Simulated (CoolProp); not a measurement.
R410A along the isobar 267 kPa: density (kg/m³) from the reference equation and from simpler models built on Tc = 71.3 °C, pc = 4901 kPa, ω = 0.296; each cubic takes its own stable root.

Model: reference Helmholtz-energy equation of state, Lemmon 2003, in CoolProp. It is a pseudo-pure fit of the blend.

```csv
T (°C),phase,reference,van der Waals,Redlich-Kwong,Soave-Redlich-Kwong,Peng-Robinson
-49.15,liquid,1343,10.91,1080,1126,1272
-39.75,liquid,1312,10.42,?,1100,1244
-11.75,gas,9.481,9.211,9.304,9.350,9.375
-2.35,gas,9.073,8.867,?,8.980,9.004
7.05,gas,8.708,8.550,8.613,8.640,8.663
16.35,gas,8.381,8.258,8.310,?,8.352
25.75,gas,8.080,7.983,8.026,8.042,8.061
35.05,gas,7.805,7.729,7.765,7.776,7.794
44.45,gas,7.548,7.489,?,?,?
53.75,gas,7.312,7.266,7.290,7.294,7.311
63.15,gas,7.090,7.054,7.074,7.076,7.091
72.55,gas,6.882,6.854,6.870,6.870,6.885
81.85,gas,6.689,6.667,6.681,6.679,6.693
```

Task: Fill in the missing entries.

Result: 
- -39.75, Redlich-Kwong: 10.60
- -2.35, Redlich-Kwong: 8.944
- 16.35, Soave-Redlich-Kwong: 8.331
- 44.45, Redlich-Kwong: 7.518
- 44.45, Soave-Redlich-Kwong: 7.526
- 44.45, Peng-Robinson: 7.543

At some of these states van der Waals, Redlich-Kwong gives the other phase, because its saturation line lies elsewhere.
